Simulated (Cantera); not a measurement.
A closed system holds: 1 mol Fe3O4, 1 mol Cl2, 0.073 mol O2, held at 1350 K and 82000 Pa.

Method: chemical equilibrium by Gibbs-energy minimisation in Cantera with the NASA 1993 tables (ideal gas, pure condensed phases). Candidate condensed phases: Fe, FeCl2, FeCl3, FeO, Fe2O3, Fe3O4; 13 gas species. Kinetics and transport are ignored.

Base state: Cl2 0.413, FeCl3 0.359, O2 0.142, FeCl2 0.0684, Cl 0.0135, Fe2Cl6 0.00323, Fe2Cl4 0.000525, ClO 0.000140 (mole fractions); condensed: Fe2O3(s).

What changes in the equilibrium state with this change: temperature from 1350 K to 1650 K?


```json
[
 {"species": "FeCl2", "before": "0.0684", "after": "0.413"},
 {"species": "O2", "before": "0.142", "after": "0.298"},
 {"species": "FeCl3", "before": "0.359", "after": "0.160"},
 {"species": "Cl2", "before": "0.413", "after": "0.0806"},
 {"species": "Cl", "before": "0.0135", "after": "0.0459"},
 {"species": "O", "before": "1.76e-7", "after": "1.56e-5"},
 {"species": "Fe2Cl6", "before": "0.00323", "after": "8.15e-5"},
 {"species": "Fe2Cl4", "before": "0.000525", "after": "0.00200"},
 {"species": "Fe2O3(s), mol", "before": "1.29", "after": "1.12"}
]
```

What changes in the equilibrium state with this change: temperature from 1350 K to 975 K?


```tsv
species	before	after
Cl2	0.413	0.774
FeCl3	0.359	0.160
Fe2Cl6	0.00323	0.0631
O2	0.142	0.00219
FeCl2	0.0684	0.000510
Cl	0.0135	0.000257
ClO	0.000140	7.26e-7
Fe2Cl4	0.000525	3.78e-6
Fe2O3(s), mol	1.29	1.38
```
